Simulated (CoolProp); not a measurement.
n-decane along the isobar 3.93 bar: fugacity coefficient from the reference equation and from simpler models built on Tc = 344.5 °C, pc = 21.01 bar, ω = 0.488; each cubic takes its own stable root.

Model: reference Helmholtz-energy equation of state, Lemmon 2006, in CoolProp. It is a short technical equation, of lower accuracy than the large ones.

```json
[
 {"T (°C)": "195.35", "phase": "liquid", "reference": "0.3994", "Redlich-Kwong": "0.7831", "Peng-Robinson": "0.4054"},
 {"T (°C)": "210.45", "phase": "liquid", "reference": "0.5421", "Redlich-Kwong": "0.8744", "Peng-Robinson": "0.5503"},
 {"T (°C)": "225.65", "phase": "liquid", "reference": "0.7174", "Redlich-Kwong": "0.8848", "Peng-Robinson": "0.7284"},
 {"T (°C)": "240.75", "phase": "gas", "reference": "0.8649", "Redlich-Kwong": "0.8939", "Peng-Robinson": "0.8719"},
 {"T (°C)": "255.95", "phase": "gas", "reference": "0.8795", "Redlich-Kwong": "0.9022", "Peng-Robinson": "0.8833"},
 {"T (°C)": "271.05", "phase": "gas", "reference": "0.8921", "Redlich-Kwong": "0.9096", "Peng-Robinson": "0.8934"},
 {"T (°C)": "286.25", "phase": "gas", "reference": "0.9031", "Redlich-Kwong": "0.9164", "Peng-Robinson": "0.9026"},
 {"T (°C)": "301.35", "phase": "gas", "reference": "0.9126", "Redlich-Kwong": "0.9225", "Peng-Robinson": "0.9108"},
 {"T (°C)": "316.55", "phase": "gas", "reference": "0.9210", "Redlich-Kwong": "0.9280", "Peng-Robinson": "0.9183"},
 {"T (°C)": "331.65", "phase": "gas", "reference": "0.9284", "Redlich-Kwong": "0.9330", "Peng-Robinson": "0.9250"},
 {"T (°C)": "346.85", "phase": "gas", "reference": "0.9350", "Redlich-Kwong": "0.9377", "Peng-Robinson": "0.9312"}
]
```

At some of these states Redlich-Kwong gives the other phase, because its saturation line lies elsewhere.
